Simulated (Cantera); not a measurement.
Cantera run, input and output.

```python
import numpy as np
import cantera as ct

gas = ct.Solution("h2o2.yaml")
gas.TPX = 1223, 1333, {'H2': 0.061, 'O2': 1, 'N2': 0.38}
reactor = ct.IdealGasConstPressureReactor(gas, energy="off", clone=False)
net = ct.ReactorNet([reactor])
net.rtol, net.atol = 1e-08, 1e-18
show = ['H2', 'O2', 'H', 'H2O2', 'HO2', 'OH']
times = np.geomspace(2e-06, 90, 15)

steps = ct.SolutionArray(gas, extra=["t"])
rows = []
print(f"{'t/s':>10s}{'T/K':>9s}{'P/Pa':>11s}" + "".join(f"{s:>11s}" for s in show))
for t in times:
    while net.time < t:
        t_next = net.step()
        steps.append(gas.state, t=t_next)
    rows.append([np.interp(t, steps.t, y) for y in (steps.T, steps.P, *steps(*show).X.T)])
    print(f"{t:10.3e}{rows[-1][0]:9.1f}{rows[-1][1]:11.4g}" + "".join(f"{x:11.3e}" for x in rows[-1][2:]))
rate = np.gradient(steps.T, steps.t)
print("integrator steps:", len(steps.t))
if steps.T.max() > steps.T[0] + 200:
    print(f"time of steepest temperature rise: {steps.t[rate.argmax()]:.4e} s")
gas.TPX = 1223, 1333, {'H2': 0.061, 'O2': 1, 'N2': 0.38}
gas.equilibrate("TP")
print(f"equilibrium (TP): T = {gas.T:.1f} K  " + "  ".join(f"{s} {gas[s].X[0]:.3e}" for s in show))
```

Output:

```
       t/s      T/K       P/Pa         H2         O2          H       H2O2        HO2         OH
 2.000e-06   1223.0       1333  4.233e-02  6.940e-01  8.118e-11  3.464e-16  8.268e-11  1.503e-12
 7.042e-06   1223.0       1333  4.233e-02  6.940e-01  2.735e-10  4.314e-15  2.911e-10  1.786e-11
 2.479e-05   1223.0       1333  4.233e-02  6.940e-01  8.472e-10  5.307e-14  1.025e-09  1.896e-10
 8.730e-05   1223.0       1333  4.233e-02  6.940e-01  2.418e-09  6.565e-13  3.613e-09  1.612e-09
 3.074e-04   1223.0       1333  4.233e-02  6.940e-01  1.267e-08  8.093e-12  1.276e-08  1.496e-08
 1.082e-03   1223.0       1333  4.233e-02  6.940e-01  1.388e-06  1.037e-10  5.386e-08  1.815e-06
 3.810e-03   1223.0       1333  1.761e-03  6.628e-01  8.383e-03  1.051e-07  2.657e-06  3.928e-03
 1.342e-02   1223.0       1333  6.934e-04  6.651e-01  5.539e-03  6.611e-08  2.360e-06  2.830e-03
 4.724e-02   1223.0       1333  4.143e-04  6.746e-01  2.421e-03  6.716e-08  2.061e-06  2.198e-03
 1.663e-01   1223.0       1333  1.081e-04  6.840e-01  3.089e-04  5.402e-08  1.222e-06  1.128e-03
 5.856e-01   1223.0       1333  1.305e-05  6.868e-01  1.290e-05  2.457e-08  3.543e-07  3.937e-04
 2.062e+00   1223.0       1333  1.458e-06  6.873e-01  4.867e-07  7.082e-09  6.462e-08  1.324e-04
 7.260e+00   1223.0       1333  2.169e-07  6.873e-01  2.823e-08  1.759e-09  1.346e-08  5.127e-05
 2.556e+01   1223.0       1333  4.330e-08  6.873e-01  2.537e-09  4.539e-10  6.693e-09  2.297e-05
 9.000e+01   1223.0       1333  1.277e-08  6.873e-01  4.085e-10  1.578e-10  8.324e-09  1.249e-05
integrator steps: 2186
equilibrium (TP): T = 1223.0 K  H2 9.240e-09  O2 6.873e-01  H 2.520e-10  H2O2 1.214e-10  HO2 9.372e-09  OH 1.062e-05
```

Detailed kinetics in Cantera: the H2/O2 subset of GRI-Mech 3.0, which has no nitrogen chemistry. Radical loss at walls, strong at low pressure, is not modelled. The temperature is held fixed by assumption; the heat of reaction is taken as removed at once.
